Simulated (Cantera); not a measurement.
## Thermodynamics of oxide etching and cleaning by halides, feed B2O3 + NF3

A closed system holds: 1 mol B2O3, 0.51 mol NF3, equilibrated at 0.430 bar.

Cantera equilibrium calculation (NASA polynomials, part measured and part estimated; ideal gas, pure solids and liquids). Candidate condensed phases: B, BN, B2O3; 31 gas species. Equilibrium is a limit: real reactors are often held back by kinetics, nucleation or transport.

From 775 K to 1675 K the condensed part is B2O3(l). The main B-bearing gas is BF3 at 775 K and BOF at 1675 K. The share of B in condensed phases is highest at 775 K (71.4 %) and lowest at 1675 K (50.9 %).

```tsv
T (K)	x BF3	x BOF	x O2	x N2	x B3O3F3	x NO	x B2O3	n B2O3(l)
775	0.418	8.48e-8	0.333	0.222	0.0266	8.61e-7	<1e-12	0.714
875	0.410	2.46e-6	0.333	0.222	0.0345	4.35e-6	<1e-12	0.705
975	0.403	3.51e-5	0.333	0.222	0.0410	1.58e-5	2.28e-12	0.698
1075	0.398	0.000301	0.333	0.222	0.0463	4.51e-5	2.18e-10	0.692
1175	0.393	0.00177	0.333	0.222	0.0503	0.000108	9.27e-9	0.687
1275	0.386	0.00782	0.331	0.221	0.0530	0.000223	2.14e-7	0.681
1375	0.373	0.0274	0.327	0.218	0.0538	0.000412	3.06e-6	0.671
1475	0.343	0.0789	0.315	0.210	0.0512	0.000684	3.00e-5	0.651
1575	0.281	0.190	0.290	0.194	0.0430	0.00101	0.000217	0.605
1675	0.180	0.373	0.249	0.166	0.0280	0.00132	0.00122	0.509
```
x: gas mole fraction; n: condensed amount in mol.
